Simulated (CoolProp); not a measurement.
A simple Rankine cycle with R245ca: condensing at 291.15 K, boiler at 0.896 MPa, turbine inlet 373.5 K, turbine efficiency 0.6, pump efficiency 0.6, no recuperator. Each further row changes one setting.

Model: reference Helmholtz-energy equation of state, Zhou 2016, in CoolProp.

```tsv
case	thermal efficiency (%)	net work (kJ/kg)	heat in (kJ/kg)	turbine exit temperature (K)	volume ratio over the turbine
as stated	[?]	27.9	274	331.4	12.5
turbine inlet 393.5 K	10.1	30.1	[?]	352.9	12.1
condensing temperature 283.15 K	11.1	31.6	285	[?]	17.4
boiler pressure 0.627 MPa	9.0	25.0	279	339.8	8.36
turbine efficiency 0.5	8.4	23.0	274	[?]	12.7
```

Some entries are withheld; supply them.


- as stated, thermal efficiency (%): 10.2
- turbine inlet 393.5 K, heat in (kJ/kg): 297
- condensing temperature 283.15 K, turbine exit temperature (K): 327.0
- turbine efficiency 0.5, turbine exit temperature (K): 336.3
